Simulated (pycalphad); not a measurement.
Computed with pycalphad from the COST 507 light-alloy database (1999), at 1 atm. No gas phase is included, though pure Mg would boil below 1650 K. The database dates from 1999; later assessments differ in places, in temperatures and in the compounds included. Diffusion is slow at the low end, where real alloys seldom reach equilibrium.

## Al-1.193Si-4.997Mg (wt.%): equilibrium cooling sequence

```tsv
T (K)	phases above	phases below
902.4	LIQUID	FCC_A1 + LIQUID
866.5	FCC_A1 + LIQUID	FCC_A1 + LIQUID + MG2SI
862.9	FCC_A1 + LIQUID + MG2SI	FCC_A1 + MG2SI
458.3	FCC_A1 + MG2SI	ALMG_BETA + FCC_A1 + MG2SI
```

Changes were sought between steps of 50 K, so a narrower field can be missed.

Database names, with the compositions (at.%) that they take in these runs: MG2SI: Mg 67 Si 33; ALMG_BETA: Al 61 Mg 39. FCC_A1 is fcc.
